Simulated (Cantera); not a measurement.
Input: 1 mol FeS, 2.1 mol SO2, 8.5 mol N2, 4.6 mol O2, at 1350 Torr.

Cantera equilibrium calculation (NASA polynomials, part measured and part estimated; ideal gas, pure solids and liquids). Candidate condensed phases: Fe, FeO, FeS, FeSO4, FeS2, Fe2O3, Fe2(SO4)3, Fe3O4, S; 19 gas species. The numbers say what is thermodynamically allowed, not how fast it happens.

**Question.** Which condensed phases are stable at each of these points (T (K)): 923, 1023, 1123, 1223, 1323, 1423, 1523, 1623, 1723?

**Answer.** 
| T (K) | condensed phases | Fe condensed (%) |
|---|---|---|
| 923 | Fe2(SO4)3(s) | 100.0 |
| 1023 | Fe2O3(s) | 100.0 |
| 1123 | Fe2O3(s) | 100.0 |
| 1223 | Fe2O3(s) | 100.0 |
| 1323 | Fe2O3(s) | 100.0 |
| 1423 | Fe2O3(s) | 100.0 |
| 1523 | Fe2O3(s) | 100.0 |
| 1623 | Fe2O3(s) | 100.0 |
| 1723 | Fe3O4(s) | 100.0 |

At 923 K the condensed part is Fe2(SO4)3(s). From 1023 K to 1623 K the condensed part is Fe2O3(s). At 1723 K the condensed part is Fe3O4(s).
